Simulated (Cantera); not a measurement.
Cantera with NASA thermochemical tables; ideal gases at 1 bar, condensed phases pure. Values are per mole of reaction as written; species without (g) are pure solids or liquids, kept so even where they would boil at 1 bar.

2 KCl + H2(g) → 2 HCl(g) + 2 K(g)

```csv
T (K),ΔH° (kJ),ΔS° (J/K),ΔG° (kJ),log10 K
1323,761.1,279.1,391.9,-15.47
1373,___,___,___,___
1423,___,___,___,___
1473,750.6,271.5,350.7,-12.43
1523,___,___,___,___
1573,___,___,___,___
```

Q: What belongs in the gaps?

A: 
- 1373, ΔH° (kJ): 757.6
- 1373, ΔS° (J/K): 276.4
- 1373, ΔG° (kJ): 378.1
- 1373, log10 K: -14.38
- 1423, ΔH° (kJ): 754.1
- 1423, ΔS° (J/K): 273.9
- 1423, ΔG° (kJ): 364.3
- 1423, log10 K: -13.37
- 1523, ΔH° (kJ): 747.1
- 1523, ΔS° (J/K): 269.2
- 1523, ΔG° (kJ): 337.1
- 1523, log10 K: -11.56
- 1573, ΔH° (kJ): 743.6
- 1573, ΔS° (J/K): 266.9
- 1573, ΔG° (kJ): 323.7
- 1573, log10 K: -10.75
